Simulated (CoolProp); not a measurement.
Computed with CoolProp (reference Helmholtz-energy equation of state, Lemmon 2006). It is a short technical equation, of lower accuracy than the large ones.

**Question.** For n-nonane, give the phase and the speed of sound (m/s), Joule-Thomson coefficient (K/MPa) at 167.05 °C and 9.69 MPa; 13.45 °C and 0.0524 MPa; 312.75 °C and 0.0422 MPa.

**Answer.** 
- 167.05 °C and 9.69 MPa: liquid; speed of sound 809, Joule-Thomson coefficient -0.250
- 13.45 °C and 0.0524 MPa: liquid; speed of sound 1250, Joule-Thomson coefficient -0.439
- 312.75 °C and 0.0422 MPa: gas; speed of sound 196, Joule-Thomson coefficient 8.25
